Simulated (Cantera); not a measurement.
A closed system holds: 1 mol Si, 5.6 mol HCl, 15 mol H2, 1.8 mol Cl2, at 627 °C and 5.10 bar.

Method: chemical equilibrium by Gibbs-energy minimisation in Cantera with the NASA 1993 tables (ideal gas, pure condensed phases). Candidate condensed phases: Si; 19 gas species. Kinetics and transport are ignored.

Problem. What is the equilibrium state?

Solution. 
```json
{
  "x(H2)": "0.710",
  "x(HCl)": "0.243",
  "x(SiCl4)": "0.0463",
  "x(SiHCl3)": "0.000384",
  "gas_amount": "21.40 mol",
  "log10 activity of Si(s) (absent)": "-8.19"
}
```
